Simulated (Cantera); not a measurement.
**Adiabatic ignition**

An adiabatic, constant-volume homogeneous reactor starts with H2 : O2 : N2 : NO = 1 : 0.227 : 0.855 : 0.0039 (molar parts), at 1225 K and 4.93 atm.

Computed with Cantera and GRI-Mech 3.0 (53 species, 325 reactions). The hydrogen kinetics of GRI-Mech 3.0 are dated; newer H2 mechanisms differ, most at raised pressure. The mechanism lacks 2 NO + O2 → 2 NO2 and HONO, so NO2 and the effect of NO are under-described below about 1400 K.

| t (s) | T (K) | P (bar) | x H2 | x O2 | x NO | x NO2 | x H | x OH | x O |
|---|---|---|---|---|---|---|---|---|---|
| 1.00e-6 | 1225 | 5.00 | 0.479 | 0.109 | 0.00187 | 4.77e-9 | 4.30e-8 | 1.71e-9 | 2.81e-9 |
| 2.39e-6 | 1225 | 5.00 | 0.479 | 0.109 | 0.00187 | 4.76e-8 | 2.47e-7 | 1.00e-8 | 1.66e-8 |
| 5.72e-6 | 1225 | 5.00 | 0.479 | 0.109 | 0.00187 | 1.73e-6 | 7.36e-6 | 3.06e-7 | 4.99e-7 |
| 1.37e-5 | 2640 | 9.95 | 0.264 | 0.000529 | 0.00197 | 1.02e-7 | 0.0543 | 0.0110 | 0.00146 |
| 3.27e-5 | 2944 | 10.9 | 0.282 | 8.89e-5 | 0.00156 | 6.35e-8 | 0.0215 | 0.00569 | 0.000268 |
| 7.82e-5 | 2947 | 10.9 | 0.281 | 9.12e-5 | 0.00107 | 4.43e-8 | 0.0217 | 0.00577 | 0.000274 |
| 0.000187 | 2948 | 10.9 | 0.281 | 9.27e-5 | 0.000784 | 3.25e-8 | 0.0218 | 0.00582 | 0.000278 |
| 0.000447 | 2949 | 10.9 | 0.281 | 9.30e-5 | 0.000720 | 2.99e-8 | 0.0218 | 0.00583 | 0.000279 |
| 0.00107 | 2949 | 10.9 | 0.281 | 9.30e-5 | 0.000719 | 2.99e-8 | 0.0218 | 0.00583 | 0.000279 |
| 0.00256 | 2949 | 10.9 | 0.281 | 9.30e-5 | 0.000719 | 2.99e-8 | 0.0218 | 0.00583 | 0.000279 |
| 0.00612 | 2949 | 10.9 | 0.281 | 9.30e-5 | 0.000719 | 2.99e-8 | 0.0218 | 0.00583 | 0.000279 |
| 0.0146 | 2949 | 10.9 | 0.281 | 9.30e-5 | 0.000719 | 2.99e-8 | 0.0218 | 0.00583 | 0.000279 |
| 0.0350 | 2949 | 10.9 | 0.281 | 9.30e-5 | 0.000719 | 2.99e-8 | 0.0218 | 0.00583 | 0.000279 |
| 0.0836 | 2949 | 10.9 | 0.281 | 9.30e-5 | 0.000719 | 2.99e-8 | 0.0218 | 0.00583 | 0.000279 |
| 0.200 | 2949 | 10.9 | 0.281 | 9.30e-5 | 0.000719 | 2.99e-8 | 0.0218 | 0.00583 | 0.000279 |
x: mole fraction; the columns are a selection and need not sum to one.

The time of steepest temperature rise is 12.3 µs and the temperature at 0.200 s comes out as 2949 K. The equilibrium temperature is 2949 K, the x(H2) at 0.200 s is 0.281 (gas-phase equilibrium 0.281) and the x(O2) at 0.200 s is 9.30e-5 (gas-phase equilibrium 9.30e-5). The x(NO) at 0.200 s is 0.000719 (gas-phase equilibrium 0.000719).
